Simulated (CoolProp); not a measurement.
R1234ze(E) along the isobar 9360 kPa: Z from the reference equation and from simpler models built on Tc = 109.4 °C, pc = 3635 kPa, ω = 0.313; each cubic takes its own stable root.

The numbers come from the reference Helmholtz-energy equation of state, Thol 2016 in CoolProp.

```csv
T (°C),phase,reference
-62.15,liquid,0.4281
-55.75,liquid,0.4200
-49.45,liquid,0.4125
-43.15,liquid,0.4056
-36.85,liquid,0.3992
-30.55,liquid,0.3933
-24.15,liquid,0.3877
-17.85,liquid,0.3826
-11.55,liquid,0.3779
-5.25,liquid,0.3736
1.05,liquid,0.3697
7.35,liquid,0.3661
13.75,liquid,0.3629
20.05,liquid,0.3600
26.35,liquid,0.3575
32.65,liquid,0.3554
```

### Question
How far does each simpler model (Redlich-Kwong, Soave-Redlich-Kwong, Peng-Robinson) lie from the reference over these 16 states: mean and median of the absolute difference, and the worst?

### Answer
- Redlich-Kwong: mean 13.4 %, median 13.4 %, worst +13.9 % at 32.65 °C and 9360 kPa
- Soave-Redlich-Kwong: mean 9.7 %, median 9.6 %, worst +10.6 % at -62.15 °C and 9360 kPa
- Peng-Robinson: mean 2.5 %, median 2.7 %, worst -2.9 % at 1.05 °C and 9360 kPa
